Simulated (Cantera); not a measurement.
## Ammonia decomposition in nitride growth gas

A perfectly stirred reactor is fed with 27.8 % NH3, 72.2 % H2, at 8.25 Torr; it is held at 2223 K, and followed from long to short residence time.

Model: the gas-phase N/H chemistry of the illustrative SiF4/NH3 mechanism in the Surface Chemkin manual (1991), integrated in Cantera. Walls and surfaces, which speed up NH3 decomposition in real reactors, are not modelled.

```
τ (s)     x NH3   x H2       x H     x NH      x N
------  -------  -----  --------  -------  -------
8.7     0.00351  0.881   0.00804  2.18e-5  1.11e-5
4.0      0.0138  0.879   0.00444  2.60e-5  7.27e-6
1.9      0.0319  0.869   0.00321  3.21e-5  6.52e-6
0.87     0.0634  0.850   0.00250  3.97e-5  6.35e-6
0.40      0.109  0.823   0.00204  4.76e-5  6.32e-6
0.19      0.159  0.792   0.00173  5.38e-5  6.24e-6
0.086     0.208  0.762   0.00152  5.77e-5  6.03e-6
0.040     0.241  0.742   0.00139  5.81e-5  5.64e-6
0.019     0.260  0.731   0.00127  5.44e-5  4.91e-6
0.0086    0.271  0.725   0.00111  4.40e-5  3.50e-6
0.0040    0.275  0.722  0.000834  2.59e-5  1.58e-6
```
x: mole fraction; the columns are a selection and need not sum to one.
